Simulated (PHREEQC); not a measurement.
Make-up at 84 °C: 4.7 mmol/kgw CaSO4, 0.39 mmol/kgw Na2HPO4 and 0.71 mmol/kgw KCl. Closed to the air; pH follows from the charge balance.

Model: ion-association model, phreeqc.dat, run in PHREEQC.

No solid was allowed to form.

### Question
Predict the pH, specific conductance.

### Answer
pH 7.41; specific conductance 2520 µS/cm.

### Question
In which forms is K present?

### Answer
K+ 97 %, KSO4- 3.3 % of the K.

Examples of supersaturated solids here: Hydroxyapatite. Others may be too. Constants without temperature data keep their 25 °C values here.
